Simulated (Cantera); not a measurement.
Input: 1 mol AlCl₃, 160 mol NH₃, 2.5 mol H₂, held at 623.15 K and 1.20 mbar.

Method: chemical equilibrium by Gibbs-energy minimisation in Cantera with the NASA 1993 tables (ideal gas, pure condensed phases). Candidate condensed phases: Al, AlCl₃, AlN, NH₄Cl; 20 gas species. Equilibrium is a limit: real reactors are often held back by kinetics, nucleation or transport.

Base state: H₂ 0.745, N₂ 0.246, HCl 0.00925, NH₃ 1.08e-5 (mole fractions); condensed: AlN(s).

What changes in the equilibrium state with this change: NH₃ from 160 to 0.52 mol?


```csv
species,before,after
H₂,0.745,0.656
HCl,0.00925,0.153
AlCl₃,9.50e-6,0.144
N₂,0.246,0.0325
Al₂Cl₆,<1e-9,0.0140
NH₃,1.08e-5,3.26e-6
"AlN(s), mol",0.997,0.229
```

What changes in the equilibrium state with this change: temperature from 623.15 K to 1973.15 K?


```
species       before     after
-----------  -------  --------
H₂             0.745     0.715
N₂             0.246     0.242
H              <1e-9    0.0330
AlCl           <1e-9   0.00276
Al             <1e-9  0.000264
Cl             <1e-9  0.000211
NH₃          1.08e-5   7.51e-9
HCl          0.00925   0.00611
AlN(s), mol    0.997         0
```
